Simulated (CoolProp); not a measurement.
Chlorine along the isotherm 66.55 °C: Z from the reference equation and from simpler models built on Tc = 143.7 °C, pc = 7642 kPa, ω = 0.070; each cubic takes its own stable root.

Values from CoolProp's reference Helmholtz-energy equation of state, Thol 2021.

```tsv
p (kPa)	phase	reference
1470	gas	0.8645
2940	liquid	0.05873
4410	liquid	0.08755
5880	liquid	0.1161
7350	liquid	0.1443
8820	liquid	0.1723
10300	liquid	0.2002
11800	liquid	0.2282
13200	liquid	0.2542
14700	liquid	0.2819
16200	liquid	0.3094
17600	liquid	0.3348
19100	liquid	0.3620
```

How far does each simpler model (Soave-Redlich-Kwong, Peng-Robinson) lie from the reference over these 13 states: mean and median of the absolute difference, and the worst?


- Soave-Redlich-Kwong: mean 8.6 %, median 9.0 %, worst +11.3 % at 66.55 °C and 2940 kPa
- Peng-Robinson: mean 2.9 %, median 3.1 %, worst -4.2 % at 66.55 °C and 19100 kPa
